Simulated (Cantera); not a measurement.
**Stirred combustor or abatement burner**

A perfectly stirred reactor is fed with 4.52 % CH₄, 19.3 % O₂, 72.4 % N₂, 3.84 % H₂O, at 9.67 atm; it is adiabatic with a 600 K inlet, and is followed from long to short residence time, starting on the burning branch (τ in s: 0.039, 0.017, 0.0071, 0.003, 0.0013, 0.00055, 0.00023, 9.9e-05, 4.2e-05, 1.8e-05, 7.6e-06, 3.2e-06).

Computed with Cantera and GRI-Mech 3.0 (53 species, 325 reactions).

```
τ (s)    T (K)     x CH₄   x O₂   x H₂O     x NO    x N₂O
-------  -----  --------  -----  ------  -------  -------
0.039     1618   2.20e-5  0.102   0.129  7.47e-7  6.90e-7
0.017     1616   4.28e-5  0.102   0.129  6.59e-7  9.58e-7
0.0071    1611   8.89e-5  0.103   0.128  5.89e-7  1.31e-6
0.0030    1599  0.000200  0.104   0.128  4.82e-7  1.61e-6
0.0013    1561  0.000602  0.106   0.127  2.61e-7  1.57e-6
0.00055    600    0.0452  0.193  0.0384   <1e-12   <1e-12
0.00023    600    0.0452  0.193  0.0384   <1e-12   <1e-12
9.9e-5     600    0.0452  0.193  0.0384   <1e-12   <1e-12
4.2e-5     600    0.0452  0.193  0.0384   <1e-12   <1e-12
1.8e-5     600    0.0452  0.193  0.0384   <1e-12   <1e-12
7.6e-6     600    0.0452  0.193  0.0384   <1e-12   <1e-12
3.2e-6     600    0.0452  0.193  0.0384   <1e-12   <1e-12
```
x: mole fraction; the columns are a selection and need not sum to one.
